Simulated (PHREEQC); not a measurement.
# Buffer

Dissolve 5.3 mmol/kgw NaHCO3, 0.056 mmol/kgw NaF and 0.12 mmol/kgw CaBr2 at 20 °C. Closed to the air; pH follows from the charge balance.

Computed with PHREEQC (ion-association model, phreeqc.dat).

This is a speciation only: nothing precipitates in the calculation.

Q: What pH does the model give?

A: pH 8.28.

Q: In which forms is Ca present?

A: Ca+2 92 %, CaHCO3+ 4.1 %, CaCO3 3.9 % of the Ca.

Complexes and solids missing from the database can't appear.
